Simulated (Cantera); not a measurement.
Mixture: CH4 : H2 : O2 : N2 = 1 : 0.43 : 1.48 : 5.55 (molar parts), equivalence ratio 1.5, at 2.07 atm, adiabatic and at constant volume. Ignition delay is the time to a rise of 400 K.

Computed with Cantera and GRI-Mech 3.0 (53 species, 325 reactions).

**Question.** What does this change do: pressure from 2.07 atm to 30.6 atm?

**Answer.** 
```
quantity                                                before       after
--------------------------------------------------  ----------  ----------
delay at 1200 K                                        1.80 ms    0.179 ms
delay at 1400 K                                       0.355 ms     29.7 µs
delay at 1600 K                                        88.8 µs     9.00 µs
delay at 1800 K                                        29.3 µs     3.04 µs
delay at 2000 K                                        11.8 µs     1.14 µs
apparent activation energy between 1900 and 2100 K  140 kJ/mol  150 kJ/mol
```
The pressure lies above the range GRI-Mech 3.0 was tuned for (to about 10 atm).
